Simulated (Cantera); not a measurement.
An adiabatic, constant-pressure homogeneous reactor starts with CH4 : O2 : N2 : H2O = 1 : 5.13 : 56.4 : 1.8 (molar parts), at 1700 K and 750 Torr. Integrator tolerance rtol = 1e-08.

Computed with Cantera and GRI-Mech 3.0 (53 species, 325 reactions).

**Question.** What does this change do: 0.16 parts H2 added?

**Answer.** 
| quantity | before | after |
|---|---|---|
| time of steepest temperature rise | 0.377 ms | 0.271 ms |
| temperature at 6.00 s | 2021 K | 2036 K |
| equilibrium temperature | 2021 K | 2036 K |
| x(CH4) at 6.00 s | <1e-12 (gas-phase equilibrium <1e-12) | <1e-12 (gas-phase equilibrium <1e-12) |
| x(O2) at 6.00 s | 0.0464 (gas-phase equilibrium 0.0463) | 0.0450 (gas-phase equilibrium 0.0450) |
| x(H2O) at 6.00 s | 0.0583 (gas-phase equilibrium 0.0583) | 0.0607 (gas-phase equilibrium 0.0607) |
| x(CH3) at 6.00 s | <1e-12 (gas-phase equilibrium <1e-12) | <1e-12 (gas-phase equilibrium <1e-12) |
| x(HCO) at 6.00 s | <1e-12 (gas-phase equilibrium <1e-12) | <1e-12 (gas-phase equilibrium <1e-12) |
| x(CH2) at 6.00 s | <1e-12 (gas-phase equilibrium <1e-12) | <1e-12 (gas-phase equilibrium <1e-12) |
| x(CH2CO) at 6.00 s | <1e-12 (gas-phase equilibrium <1e-12) | <1e-12 (gas-phase equilibrium <1e-12) |

**Question.** What does this change do: pressure from 750 Torr to 353 Torr?

**Answer.** 
```csv
quantity,before,after
time of steepest temperature rise,0.377 ms,0.746 ms
temperature at 6.00 s,2021 K,2020 K
equilibrium temperature,2021 K,2019 K
x(CH4) at 6.00 s,<1e-12 (gas-phase equilibrium <1e-12),<1e-12 (gas-phase equilibrium <1e-12)
x(O2) at 6.00 s,0.0464 (gas-phase equilibrium 0.0463),0.0466 (gas-phase equilibrium 0.0463)
x(H2O) at 6.00 s,0.0583 (gas-phase equilibrium 0.0583),0.0582 (gas-phase equilibrium 0.0582)
x(CH3) at 6.00 s,<1e-12 (gas-phase equilibrium <1e-12),<1e-12 (gas-phase equilibrium <1e-12)
x(HCO) at 6.00 s,<1e-12 (gas-phase equilibrium <1e-12),<1e-12 (gas-phase equilibrium <1e-12)
x(CH2) at 6.00 s,<1e-12 (gas-phase equilibrium <1e-12),<1e-12 (gas-phase equilibrium <1e-12)
x(CH2CO) at 6.00 s,<1e-12 (gas-phase equilibrium <1e-12),<1e-12 (gas-phase equilibrium <1e-12)
```
